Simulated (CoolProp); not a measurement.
A single-stage vapour-compression cycle with the fluid: evaporating at 230.15 K (dew point), condensing at 300.15 K (bubble point), superheat 5 K, subcooling 0 K, compressor efficiency 0.7, no pressure losses. The same conditions are run with several fluids, on thermodynamics alone (safety and materials aside).

Computed with CoolProp (reference Helmholtz-energy equation of state of each fluid (trans-2-butene: Lemmon 2005; fluoroethane (R161): Wu 2012; R115: Lemmon 2016; CH3F (R41): Lemmon 2006; n-perfluorobutane: Gao 2022; R124: de Vries 1995)).

Question: Rank trans-2-butene, fluoroethane (R161), R115, CH3F (R41), n-perfluorobutane, R124 by cooling COP, highest first.

Answer: trans-2-butene (1.77), fluoroethane (R161) (1.70), R124 (1.65), CH3F (R41) (1.38), R115 (1.35), n-perfluorobutane (1.07)

```
fluid                pressure ratio  discharge temperature (K)  refrigerating effect (kJ/kg)  volumetric capacity (kJ/m³)
-------------------  --------------  -------------------------  ----------------------------  ---------------------------
trans-2-butene                 19.1                      348.3                           296                          112
fluoroethane (R161)            12.5                      378.8                           289                          571
R115                           11.2                      312.3                          59.4                          415
CH3F (R41)                     7.82                      413.1                           259                         2590
n-perfluorobutane              21.2                      300.2                          37.3                         61.7
R124                           18.2                      334.2                           108                          170
```

The compression ends wet for: n-perfluorobutane.
